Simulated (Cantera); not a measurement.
A Cantera script and its output.

```python
import numpy as np
import cantera as ct

gas = ct.Solution("h2o2.yaml")
gas.TPX = 350, 13332, {'H2': 1, 'O2': 0.278, 'N2': 1.04, 'H2O': 0.32}
flame = ct.FreeFlame(gas, width=0.16)
flame.set_refine_criteria(ratio=3, slope=0.08, curve=0.16)
flame.transport_model = "mixture-averaged"
flame.solve(loglevel=0, auto=True)
z, T = flame.grid, flame.T
thick = (T[-1] - T[0]) / np.gradient(T, z).max()
show = ['H2', 'O2', 'H2O', 'H2O2', 'H', 'HO2']
print(f"laminar burning velocity  {flame.velocity[0] * 100:.3f} cm/s")
print(f"burnt temperature         {T[-1]:.1f} K")
print(f"thermal thickness         {thick * 1e3:.4f} mm")
print(f"grid points               {len(z)}")
z0 = z[flame.heat_release_rate.argmax()]
print(f"{'z/mm':>9s}{'T/K':>9s}{'u/(m/s)':>9s}" + "".join(f"{s:>11s}" for s in show))
rows = []
for k in (-3, -2, -1.5, -1, -0.5, -0.25, 0, 0.25, 0.5, 1, 2, 4, 8):
    zz = z0 + k * thick
    rows.append([k * thick, np.interp(zz, z, T), np.interp(zz, z, flame.velocity),
                 *(np.interp(zz, z, flame.X[gas.species_index(s)]) for s in show)])
    print(f"{rows[-1][0] * 1e3:9.3f}{rows[-1][1]:9.1f}{rows[-1][2]:9.3f}" + "".join(f"{x:11.3e}" for x in rows[-1][3:]))
```

It prints:

```
laminar burning velocity  258.586 cm/s
burnt temperature         1904.7 K
thermal thickness         4.3956 mm
grid points               135
     z/mm      T/K  u/(m/s)         H2         O2        H2O       H2O2          H        HO2
  -13.187    350.0    2.586  3.791e-01  1.054e-01  1.213e-01 -1.451e-15  7.872e-18  2.021e-14
   -8.791    350.0    2.586  3.791e-01  1.054e-01  1.213e-01  1.371e-13  1.131e-15  5.072e-12
   -6.593    350.0    2.586  3.791e-01  1.054e-01  1.213e-01  2.876e-12  1.714e-14  1.031e-10
   -4.396    350.0    2.586  3.790e-01  1.054e-01  1.213e-01  3.826e-10  1.447e-11  1.327e-08
   -2.198    355.2    2.618  3.772e-01  1.056e-01  1.218e-01  2.241e-06  4.485e-06  4.004e-05
   -1.099    533.2    3.853  3.544e-01  1.019e-01  1.368e-01  3.288e-05  2.901e-03  1.014e-04
    0.000    909.9    6.397  2.819e-01  7.987e-02  1.935e-01  9.973e-07  2.954e-02  2.797e-05
    1.099   1182.6    8.223  1.869e-01  3.056e-02  2.904e-01  3.386e-07  6.880e-02  7.937e-06
    2.198   1305.8    9.041  1.506e-01  6.927e-03  3.364e-01  2.965e-07  8.044e-02  1.644e-06
    4.396   1408.6    9.691  1.488e-01  1.834e-03  3.482e-01  2.688e-07  7.279e-02  3.932e-07
    8.791   1511.3   10.321  1.563e-01  1.336e-03  3.517e-01  2.077e-07  5.903e-02  2.601e-07
   17.582   1614.5   10.939  1.638e-01  8.927e-04  3.557e-01  1.274e-07  4.485e-02  1.642e-07
   35.165   1707.4   11.483  1.705e-01  5.063e-04  3.600e-01  6.703e-08  3.194e-02  9.365e-08
```

Model: the H2/O2 subset of GRI-Mech 3.0, which has no nitrogen chemistry, integrated in Cantera. Burning velocities carry a grid error of a few per cent, more on coarse grids.
